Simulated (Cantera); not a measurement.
A freely propagating, adiabatic, planar premixed flame of C3H8 : O2 : N2 : CO2 = 1 : 3.57 : 13.4 : 0.053 (molar parts), unburnt at 525 K and 975 Torr; mixture-averaged transport, grid criteria slope 0.08 and curve 0.16, no radiation.

Cantera simulation using GRI-Mech 3.0 (53 species, 325 reactions); the numbers are that mechanism's predictions, not measurements. GRI-Mech 3.0 was tuned for natural gas; its chemistry of propane as a main component is partial and can be far from experiment. Burning velocities carry a grid error of a few per cent, more on coarse grids.

x: mole fraction of selected species; z is measured from the peak of heat release.

```csv
z (mm),T (K),u (m/s),x C3H8,x O2,x CH4,x C2H2,x HO2,x CH3
-0.791,525,0.830,0.0553,0.198,1.81e-6,1.07e-7,7.36e-8,<1e-8
-0.527,528,0.837,0.0551,0.196,2.07e-5,1.96e-6,9.77e-7,5.47e-8
-0.396,539,0.860,0.0548,0.194,9.85e-5,1.34e-5,5.20e-6,3.34e-7
-0.264,616,0.998,0.0532,0.185,0.000598,0.000134,3.33e-5,6.57e-6
-0.132,…,1.73,…,…,…,…,…,…
-0.0659,1417,2.49,0.0127,0.0930,0.00518,0.00295,0.000213,0.00269
0,1783,3.23,0.000406,0.0457,0.00368,0.00492,0.000106,0.00281
0.0659,1980,3.60,6.22e-7,0.0182,0.00101,0.00283,1.55e-5,0.00100
0.132,2053,3.73,<1e-8,0.00691,0.000195,0.000832,3.29e-6,0.000264
0.264,2090,3.78,<1e-8,0.00146,8.08e-6,5.52e-5,6.71e-7,1.41e-5
0.527,2111,3.81,<1e-8,0.000558,6.40e-8,6.17e-7,3.24e-7,1.21e-7
1.05,2133,3.85,<1e-8,0.000352,<1e-8,<1e-8,2.12e-7,<1e-8
2.11,2157,3.88,<1e-8,…,<1e-8,<1e-8,…,<1e-8
```

**Question.** Fill in the missing entries.

**Answer.** 
- -0.132, T (K): 1025
- -0.132, x C3H8: 0.0372
- -0.132, x O2: 0.140
- -0.132, x CH4: 0.00321
- -0.132, x C2H2: 0.00123
- -0.132, x HO2: 0.000105
- -0.132, x CH3: 0.000540
- 2.11, x O2: 0.000187
- 2.11, x HO2: 1.14e-7
